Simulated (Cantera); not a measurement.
What does this Cantera script print?

```python
import numpy as np
import cantera as ct

gas_names = """
    C CO CO2 C2 C2O C3 C3O2 C4 C5 Fe FeC5O5 FeO O O2 O3
""".split()
cond_names = """
    C(gr) Fe(a) Fe(c) Fe(d) Fe(L) FeC5O5(L) FeO(s) FeO(L) Fe2O3(s) Fe3O4(s)
""".split()


# ... load() reads the species with a 1 bar reference pressure and builds the phases ...
atoms = {
    'Fe3O4': {'Fe': 3, 'O': 4},
    'C': {'C': 1},
    'CO': {'C': 1, 'O': 1},
}
top_T = {'C(gr)': 4500, 'Fe2O3(s)': 1830, 'Fe3O4(s)': 1870}  # K; cautious upper limits of use, not melting points


# ... equilibrate(T, P, feed) seeds the gas with the atoms and calls Mixture.equilibrate('TP', solver="vcs", rtol=1e-11, max_steps=5000) ...
results = []
feed = {'Fe3O4': 1, 'C': 1.6, 'CO': 0.53}  # mol
P = 1333.22  # Pa
for T in [998, 1048, 1098, 1148, 1198, 1248, 1298, 1348, 1398, 1448, 1498]:
    mix = equilibrate(T, P, feed)
    results.append((T, P, feed, dict(zip(mix.species_names, mix.species_moles))))

top = {s: max(r[3][s] / sum(r[3][g] for g in gas_names) for r in results) for s in gas_names}
cols = sorted((s for s in top if top[s] > 1e-06), key=lambda s: -top[s])[:7]
seen = [c for c in cond_names if any(r[3].get(c, 0) > 1e-12 for r in results)]
print("log10 of partial pressures in bar; condensed amounts in mol")
print(f"{'T/K':>10s}" + "".join(f"{s[:9]:>10s}" for s in cols + seen))
for T, P, feed, n in results:
    ng = sum(n[g] for g in gas_names)
    print(f"{T:10.4g}" + "".join(f"{np.log10(max(n[s] / ng * P / 1e5, 1e-99)):10.3f}" for s in cols)
          + "".join(f"{n.get(c, 0):10.4g}" for c in seen))
```

Output:

```
log10 of partial pressures in bar; condensed amounts in mol
       T/K        CO       CO2        Fe     Fe(a)     Fe(c)    FeO(s)
       998    -1.975    -2.564   -13.870     1.036         0     1.964
      1048    -1.968    -2.592   -12.853     1.009         0     1.991
      1098    -1.963    -2.613   -11.934    0.9893         0     2.011
      1148    -1.959    -2.632   -11.098    0.9727         0     2.027
      1198    -1.955    -2.649   -10.334         0    0.9582     2.042
      1248    -1.952    -2.665    -9.633         0    0.9458     2.054
      1298    -1.949    -2.679    -8.987         0    0.9344     2.066
      1348    -1.947    -2.693    -8.390         0    0.9239     2.076
      1398    -1.944    -2.706    -7.836         0    0.9142     2.086
      1448    -1.942    -2.719    -7.322         0    0.9052     2.095
      1498    -1.940    -2.731    -6.842         0    0.8969     2.103
```

Equilibrium computed with Cantera from the NASA thermochemical tables; the gas is ideal and each condensed phase is pure. Mutual solubility and eutectic melting of coexisting phases are not modelled. The tables' stoichiometric FeO is somewhat more stable than real wüstite, so its field is too wide. FeO: taken at fixed stoichiometry.
